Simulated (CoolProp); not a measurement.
Propylene along the isobar 0.66 MPa: density (kg/m³) from the reference equation and from simpler models built on Tc = 91.1 °C, pc = 4.555 MPa, ω = 0.146; each cubic takes its own stable root.

Computed with CoolProp (reference Helmholtz-energy equation of state, Lemmon 2013).

| T (°C) | phase | reference |
|---|---|---|
| -128.45 | liquid | 703.9 |
| -122.05 | liquid | 696.7 |
| -115.65 | liquid | 689.6 |
| -109.15 | liquid | 682.3 |
| -102.75 | liquid | 675.2 |
| -96.35 | liquid | 667.9 |
| -89.95 | liquid | 660.7 |
| -83.45 | liquid | 653.2 |
| -77.05 | liquid | 645.9 |

### Question
How far does each simpler model (van der Waals, Redlich-Kwong, Soave-Redlich-Kwong, Peng-Robinson) lie from the reference over these 9 states: mean and median of the absolute difference, and the worst?

### Answer
- van der Waals: mean 37.4 %, median 37.4 %, worst -37.8 % at -128.45 °C and 0.66 MPa
- Redlich-Kwong: mean 7.0 %, median 6.9 %, worst -7.3 % at -128.45 °C and 0.66 MPa
- Soave-Redlich-Kwong: mean 6.6 %, median 6.5 %, worst -7.3 % at -128.45 °C and 0.66 MPa
- Peng-Robinson: mean 5.0 %, median 5.1 %, worst +5.8 % at -77.05 °C and 0.66 MPa
